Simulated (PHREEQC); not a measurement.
0.016 g of hydrous ferric oxide (600 m²/g; 0.2 weak and 0.005 strong sites per Fe, Dzombak-Morel constants, diffuse double layer) in 1 kg of water with 0.005 mol/kgw of an inert sodium salt and 4.1e-06 mol/kgw SrCl2, at 25 °C; the pH is set by adding NaOH or the inert anion's acid. Oxygen is held at 0.21 atm. No CO2 enters from the air. No solid was allowed to form.

The series has 17 steps of pH, from 4 to 10.

Equilibrium calculation in PHREEQC: ion-association model, wateq4f.dat.

Question: Near which pH is half of the Sr sorbed, and on which side is more sorbed?

Answer: Near pH 9.7, with more sorbed at higher pH.
